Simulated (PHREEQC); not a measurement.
Solution (20 °C): 0.099 mol/kgw Cu(NO3)2, 0.00015 mol/kgw H2SO4 and 0.18 mol/kgw NaCl. Closed to the air; pH follows from the charge balance.

Computed with PHREEQC (ion-association model, phreeqc.dat).

No solid was allowed to form.

Q: Order these S species by the share of S that they hold, largest first: CuSO4, SO4-2, NaSO4-, HSO4-.

A: SO4-2 (48 %), CuSO4 (43 %), NaSO4- (9.3 %), HSO4- (0.29 %)

Q: Order these Cu species by the share of Cu that they hold, largest first: Cu+2, CuCl2, CuCl+.

A: Cu+2 (91 %), CuCl+ (8.4 %), CuCl2 (0.29 %)

The pH is 3.63 and the ionic strength 0.460 mol/kgw.
